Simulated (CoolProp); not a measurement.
Chloromethane (R40) along the isobar 99.7 bar: fugacity coefficient from the reference equation and from simpler models built on Tc = 145.5 °C, pc = 69.29 bar, ω = 0.150; each cubic takes its own stable root.

Model: reference Helmholtz-energy equation of state, Thol 2014, in CoolProp.

```
T (°C)          phase  reference
------  -------------  ---------
118.65         liquid     0.3633
129.45         liquid     0.4123
140.25         liquid     0.4624
151.15  supercritical     0.5128
161.95  supercritical     0.5607
172.75  supercritical     0.6030
183.55  supercritical     0.6379
194.35  supercritical     0.6673
205.25  supercritical     0.6932
216.05  supercritical     0.7161
226.85  supercritical     0.7369
```

How far does each simpler model (van der Waals, Peng-Robinson) lie from the reference over these 11 states: mean and median of the absolute difference, and the worst?


- van der Waals: mean 7.3 %, median 3.3 %, worst +25.1 % at 118.65 °C and 99.7 bar
- Peng-Robinson: mean 1.0 %, median 1.1 %, worst -1.7 % at 226.85 °C and 99.7 bar
